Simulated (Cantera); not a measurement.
An isothermal, constant-pressure homogeneous reactor starts with 2.43 % CH₂O, 0.495 % O₂, 97.1 % N₂, equivalence ratio 4.9, at 975 K and 920000 Pa.

Model: GRI-Mech 3.0 (53 species, 325 reactions), integrated in Cantera. Below about 1000 K GRI-Mech 3.0 lacks low-temperature oxidation paths.

Predict: x(CH₂O) at 100 s; x(O₂) at 100 s; x(H₂) at 100 s.


```
Item                                                Value
----------------  ---------------------------------------
x(CH₂O) at 100 s  1.75e-9 (gas-phase equilibrium 1.76e-9)
x(O₂) at 100 s     2.47e-9 (gas-phase equilibrium <1e-12)
x(H₂) at 100 s      0.0148 (gas-phase equilibrium 0.0194)
```
